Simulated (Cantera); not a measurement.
An isothermal, constant-pressure homogeneous reactor starts with C2H6 : N2 = 1 : 2.3 (molar parts), at 1673 K and 1.00 bar. Integrator tolerance rtol = 1e-08.

Computed with Cantera and GRI-Mech 3.0 (53 species, 325 reactions). GRI-Mech 3.0 stops at C3 and has no aromatics, soot or wall deposition, so with more carbon than oxygen in the feed, carbon stays in small species such as C2H2 where larger ones or solid carbon would form.

Question: What does this change do: temperature 1673 to 1825 K?

Answer: 
```tsv
quantity	before	after
x(C2H6) at 10.0 s	3.69e-6 (gas-phase equilibrium 2.53e-6)	5.70e-7 (gas-phase equilibrium 3.73e-7)
x(C2H4) at 10.0 s	0.00388 (gas-phase equilibrium 0.00264)	0.00135 (gas-phase equilibrium 0.000880)
x(C2H2) at 10.0 s	0.181 (gas-phase equilibrium 0.122)	0.186 (gas-phase equilibrium 0.121)
x(H2) at 10.0 s	0.358 (gas-phase equilibrium 0.362)	0.371 (gas-phase equilibrium 0.372)
x(CH4) at 10.0 s	0.0146 (gas-phase equilibrium 0.0121)	0.00468 (gas-phase equilibrium 0.00379)
x(HCN) at 10.0 s	1.82e-6 (gas-phase equilibrium 0.122)	7.07e-5 (gas-phase equilibrium 0.132)
```
